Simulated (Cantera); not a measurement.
Cantera with NASA thermochemical tables; ideal gases at 1 bar, condensed phases pure. Values are per mole of reaction as written; species without (g) are pure solids or liquids, kept so even where they would boil at 1 bar.

C₃H₈(g) → 3 C + 4 H₂(g), with ΔH° = 104.8 kJ and ΔS° = 270.0 J/K at 300 K.

Task: How far is the shortcut ΔG° ≈ ΔH°(300 K) − T·ΔS°(300 K) from the full temperature-dependent value at 1523, 1573, 1623, 1673, 1723, 1773, 1823, 1873, 1923, 1973 K?

Result: 
```tsv
T (K)	shortcut (kJ)	full (kJ)	difference (kJ)	difference in log10 K
1523	-306.4	-359.2	52.8	-1.81
1573	-319.9	-375.3	55.4	-1.84
1623	-333.4	-391.4	58.0	-1.87
1673	-346.9	-407.5	60.6	-1.89
1723	-360.4	-423.6	63.2	-1.91
1773	-373.9	-439.7	65.7	-1.94
1823	-387.4	-455.7	68.3	-1.96
1873	-400.9	-471.8	70.8	-1.98
1923	-414.4	-487.8	73.4	-1.99
1973	-427.9	-503.8	75.9	-2.01
```
The shortcut ignores the heat-capacity change of the reaction.
